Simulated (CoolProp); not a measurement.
Vapour-liquid equilibrium of R22 (1) + R115 (2) at -71.15 °C; x and y are mole fractions of (1).

The numbers come from the multi-fluid Helmholtz-energy mixture model, Kamei 1995 and Lemmon 2016; pair parameters Bell 2016 in CoolProp.

Q: Give the bubble pressure and the first vapour's composition at x = 0.2, 0.425, 0.725. Is there an azeotrope?

A: x = 0.2: 0.2429 bar, y = 0.338; x = 0.425: 0.2517 bar, y = 0.435; x = 0.725: 0.2387 bar, y = 0.603. y crosses x between x = 0.425 and 0.5: the model has an azeotrope there.

The pair parameters rest on a limited set of measurements; away from them the model extrapolates.
